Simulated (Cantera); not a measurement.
## Stirred combustor or abatement burner

A perfectly stirred reactor is fed with 6.16 % CH₄, 0.129 % CO, 19.1 % O₂, 72.0 % N₂, 2.59 % CO₂, equivalence ratio 0.65, at 4.93 atm; it is adiabatic with a 500 K inlet, and is followed from long to short residence time, starting on the burning branch (τ in s: 0.19, 0.07, 0.026, 0.0094, 0.0035, 0.0013, 0.00047, 0.00017, 6.3e-05, 2.3e-05, 8.5e-06, 3.1e-06).

Detailed kinetics in Cantera: GRI-Mech 3.0 (53 species, 325 reactions).

| τ (s) | T (K) | x CH₄ | x CO | x O₂ | x O | x C₂H |
|---|---|---|---|---|---|---|
| 0.19 | 1857 | 2.67e-6 | 0.000108 | 0.0670 | 2.96e-5 | <1e-12 |
| 0.070 | 1856 | 6.26e-6 | 0.000182 | 0.0670 | 3.79e-5 | <1e-12 |
| 0.026 | 1854 | 1.34e-5 | 0.000339 | 0.0671 | 5.61e-5 | 3.46e-12 |
| 0.0094 | 1849 | 2.75e-5 | 0.000669 | 0.0672 | 9.39e-5 | 1.17e-11 |
| 0.0035 | 1842 | 5.41e-5 | 0.00131 | 0.0675 | 0.000163 | 3.24e-11 |
| 0.0013 | 1828 | 0.000107 | 0.00256 | 0.0682 | 0.000285 | 7.90e-11 |
| 0.00047 | 1801 | 0.000227 | 0.00513 | 0.0696 | 0.000482 | 1.81e-10 |
| 0.00017 | 1744 | 0.000575 | 0.0107 | 0.0732 | 0.000685 | 4.23e-10 |
| 6.3e-5 | 500 | 0.0616 | 0.00129 | 0.191 | <1e-12 | <1e-12 |
| 2.3e-5 | 500 | 0.0616 | 0.00129 | 0.191 | <1e-12 | <1e-12 |
| 8.5e-6 | 500 | 0.0616 | 0.00129 | 0.191 | <1e-12 | <1e-12 |
| 3.1e-6 | 500 | 0.0616 | 0.00129 | 0.191 | <1e-12 | <1e-12 |
x: mole fraction; the columns are a selection and need not sum to one.
